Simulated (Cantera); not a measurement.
Formation from one mole of O₂

Source: NASA polynomial tables (part measured, part estimated), evaluated in Cantera. Values are per mole of reaction as written; species without (g) are pure solids or liquids, kept so even where they would boil at 1 bar.

V + O₂(g) ⇌ VO₂(g)

```json
[
 {"T (K)": "525", "ΔH° (kJ)": "-234.6", "ΔS° (J/K)": "26.1", "ΔG° (kJ)": "-248.3", "log10 K": "24.71"},
 {"T (K)": "625", "ΔH° (kJ)": "-235.4", "ΔS° (J/K)": "24.9", "ΔG° (kJ)": "-250.9", "log10 K": "20.97"},
 {"T (K)": "725", "ΔH° (kJ)": "-236.1", "ΔS° (J/K)": "23.8", "ΔG° (kJ)": "-253.3", "log10 K": "18.25"},
 {"T (K)": "825", "ΔH° (kJ)": "-236.9", "ΔS° (J/K)": "22.8", "ΔG° (kJ)": "-255.7", "log10 K": "16.19"},
 {"T (K)": "925", "ΔH° (kJ)": "-237.7", "ΔS° (J/K)": "21.8", "ΔG° (kJ)": "-257.9", "log10 K": "14.56"},
 {"T (K)": "1025", "ΔH° (kJ)": "-238.6", "ΔS° (J/K)": "20.9", "ΔG° (kJ)": "-260.0", "log10 K": "13.25"},
 {"T (K)": "1125", "ΔH° (kJ)": "-239.6", "ΔS° (J/K)": "20.0", "ΔG° (kJ)": "-262.1", "log10 K": "12.17"},
 {"T (K)": "1225", "ΔH° (kJ)": "-240.7", "ΔS° (J/K)": "19.0", "ΔG° (kJ)": "-264.0", "log10 K": "11.26"},
 {"T (K)": "1325", "ΔH° (kJ)": "-241.9", "ΔS° (J/K)": "18.1", "ΔG° (kJ)": "-265.9", "log10 K": "10.48"},
 {"T (K)": "1425", "ΔH° (kJ)": "-243.2", "ΔS° (J/K)": "17.2", "ΔG° (kJ)": "-267.6", "log10 K": "9.81"}
]
```

2 H₂(g) + O₂(g) ⇌ 2 H₂O(g)

```json
[
 {"T (K)": "525", "ΔH° (kJ)": "-488.2", "ΔS° (J/K)": "-100.1", "ΔG° (kJ)": "-435.6", "log10 K": "43.34"},
 {"T (K)": "625", "ΔH° (kJ)": "-490.0", "ΔS° (J/K)": "-103.3", "ΔG° (kJ)": "-425.4", "log10 K": "35.55"},
 {"T (K)": "725", "ΔH° (kJ)": "-491.7", "ΔS° (J/K)": "-105.8", "ΔG° (kJ)": "-415.0", "log10 K": "29.90"},
 {"T (K)": "825", "ΔH° (kJ)": "-493.3", "ΔS° (J/K)": "-107.9", "ΔG° (kJ)": "-404.3", "log10 K": "25.60"},
 {"T (K)": "925", "ΔH° (kJ)": "-494.7", "ΔS° (J/K)": "-109.5", "ΔG° (kJ)": "-393.4", "log10 K": "22.21"},
 {"T (K)": "1025", "ΔH° (kJ)": "-496.0", "ΔS° (J/K)": "-110.9", "ΔG° (kJ)": "-382.4", "log10 K": "19.49"},
 {"T (K)": "1125", "ΔH° (kJ)": "-497.2", "ΔS° (J/K)": "-112.0", "ΔG° (kJ)": "-371.2", "log10 K": "17.24"},
 {"T (K)": "1225", "ΔH° (kJ)": "-498.2", "ΔS° (J/K)": "-112.8", "ΔG° (kJ)": "-360.0", "log10 K": "15.35"},
 {"T (K)": "1325", "ΔH° (kJ)": "-499.1", "ΔS° (J/K)": "-113.5", "ΔG° (kJ)": "-348.7", "log10 K": "13.74"},
 {"T (K)": "1425", "ΔH° (kJ)": "-499.9", "ΔS° (J/K)": "-114.1", "ΔG° (kJ)": "-337.3", "log10 K": "12.36"}
]
```

1.2 Ti + O₂(g) ⇌ 0.4 Ti₃O₅

| T (K) | ΔH° (kJ) | ΔS° (J/K) | ΔG° (kJ) | log10 K | condensed phases |
|---|---|---|---|---|---|
| 525 | -976.3 | -173.5 | -885.2 | 88.07 | Ti(α), Ti₃O₅(s) |
| 625 | -975.4 | -171.8 | -868.0 | 72.54 | Ti(α), Ti₃O₅(s) |
| 725 | -974.4 | -170.4 | -850.9 | 61.30 | Ti(α), Ti₃O₅(s) |
| 825 | -973.4 | -169.2 | -833.9 | 52.80 | Ti(α), Ti₃O₅(s) |
| 925 | -972.5 | -168.1 | -817.0 | 46.14 | Ti(α), Ti₃O₅(s) |
| 1025 | -971.5 | -167.1 | -800.3 | 40.78 | Ti(α), Ti₃O₅(s) |
| 1125 | -971.0 | -166.6 | -783.6 | 36.38 | Ti(α), Ti₃O₅(s) |
| 1225 | -974.3 | -169.5 | -766.7 | 32.69 | Ti(β), Ti₃O₅(s) |
| 1325 | -972.5 | -168.1 | -749.8 | 29.56 | Ti(β), Ti₃O₅(s) |
| 1425 | -970.7 | -166.8 | -733.1 | 26.87 | Ti(β), Ti₃O₅(s) |

0.8 Ta + O₂(g) ⇌ 0.4 Ta₂O₅

| T (K) | ΔH° (kJ) | ΔS° (J/K) | ΔG° (kJ) | log10 K |
|---|---|---|---|---|
| 525 | -816.5 | -176.6 | -723.8 | 72.02 |
| 625 | -815.3 | -174.5 | -706.3 | 59.03 |
| 725 | -814.0 | -172.6 | -688.9 | 49.63 |
| 825 | -812.6 | -170.7 | -671.8 | 42.53 |
| 925 | -811.1 | -169.0 | -654.8 | 36.97 |
| 1025 | -809.6 | -167.4 | -637.9 | 32.51 |
| 1125 | -807.9 | -165.9 | -621.3 | 28.85 |
| 1225 | -806.3 | -164.5 | -604.8 | 25.79 |
| 1325 | -804.6 | -163.2 | -588.4 | 23.19 |
| 1425 | -803.0 | -162.0 | -572.1 | 20.97 |
